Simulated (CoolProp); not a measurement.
Vapour-liquid equilibrium of ethane (1) + propylene (2) at 42.4 kPa; x and y are mole fractions of (1).

Computed with CoolProp (multi-fluid Helmholtz-energy mixture model, Bücker 2006 and Lemmon 2013; pair parameters Bell 2016).

```tsv
x	bubble temperature, mixture model (°C)	bubble temperature, Raoult's law (°C)	y, mixture model	y, Raoult's law
0.05	-70.9	-70.3	0.309	0.291
0.15	-79.2	-78.2	0.626	0.607
0.25	-85.0	-83.9	0.771	0.762
0.35	-89.2	-88.3	0.851	0.848
0.45	-92.4	-91.8	0.899	0.901
0.55	-95.1	-94.7	0.931	0.935
0.65	-97.3	-97.1	0.954	0.958
0.75	-99.3	-99.2	0.971	0.975
0.85	-101.0	-101.0	0.985	0.987
0.95	-102.6	-102.6	0.995	0.996
```

The largest gap from Raoult's law is -1.1 K in bubble temperature, at x = 0.25. No azeotrope shows between x = 0.05 and 0.95.

The pair parameters rest on a limited set of measurements; away from them the model extrapolates.
